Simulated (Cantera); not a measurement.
A Cantera script and what it prints.

```python
import numpy as np
import cantera as ct

gas_names = """
    Fe H H2 H2S N NH NH2 NH3 N2 N2H2 N2H4 S SH SN S2 S8
""".split()
cond_names = """
    Fe(a) Fe(c) Fe(d) Fe(L) FeS(a) FeS(b) FeS(c) FeS(L) FeS2(s) S(cr1) S(cr2) S(L)
""".split()


# ... load() reads the species with a 1 bar reference pressure and builds the phases ...
atoms = {
    'FeS2': {'Fe': 1, 'S': 2},
    'H2': {'H': 2},
    'N2': {'N': 2},
}
top_T = {'FeS2(s)': 1010}  # K; cautious upper limits of use, not melting points


# ... equilibrate(T, P, feed) seeds the gas with the atoms and calls Mixture.equilibrate('TP', solver="vcs", rtol=1e-11, max_steps=5000) ...
results = []
T = 1600  # K
P = 1600  # Pa
for m in [3.7, 15, 26, 38, 49, 60, 71]:
    feed = {'FeS2': 1, 'H2': 7.2, 'N2': m}  # mol
    mix = equilibrate(T, P, feed)
    results.append((T, P, feed, dict(zip(mix.species_names, mix.species_moles))))

top = {s: max(r[3][s] / sum(r[3][g] for g in gas_names) for r in results) for s in gas_names}
cols = sorted((s for s in top if top[s] > 1e-06), key=lambda s: -top[s])[:9]
seen = [c for c in cond_names if any(r[3].get(c, 0) > 1e-12 for r in results)]
print("log10 of partial pressures in bar; condensed amounts in mol")
print(f"{'n(N2)':>10s}" + "".join(f"{s[:9]:>10s}" for s in cols + seen))
for T, P, feed, n in results:
    ng = sum(n[g] for g in gas_names)
    print(f"{feed['N2']:10.4g}" + "".join(f"{np.log10(max(n[s] / ng * P / 1e5, 1e-99)):10.3f}" for s in cols)
          + "".join(f"{n.get(c, 0):10.4g}" for c in seen))
```

Result:

```
log10 of partial pressures in bar; condensed amounts in mol
     n(N2)        N2        H2       H2S        S2        SH         H         S        Fe    FeS(L)
       3.7    -2.278    -2.011    -3.322    -3.348    -4.309    -5.270    -5.592    -6.407    0.9997
        15    -1.973    -2.309    -3.746    -3.600    -4.584    -5.419    -5.718    -6.281    0.9993
        26    -1.907    -2.479    -3.992    -3.751    -4.744    -5.504    -5.793    -6.206    0.9987
        38    -1.875    -2.611    -4.182    -3.868    -4.869    -5.570    -5.852    -6.147     0.998
        49    -1.859    -2.703    -4.317    -3.953    -4.957    -5.616    -5.894    -6.105    0.9972
        60    -1.848    -2.780    -4.428    -4.023    -5.030    -5.655    -5.929    -6.070    0.9964
        71    -1.840    -2.845    -4.523    -4.083    -5.093    -5.687    -5.959    -6.040    0.9955
```

These are equilibrium values from Cantera (NASA tables, ideal gas, pure condensed phases), not measurements of a reactor. FeS: taken at fixed stoichiometry.
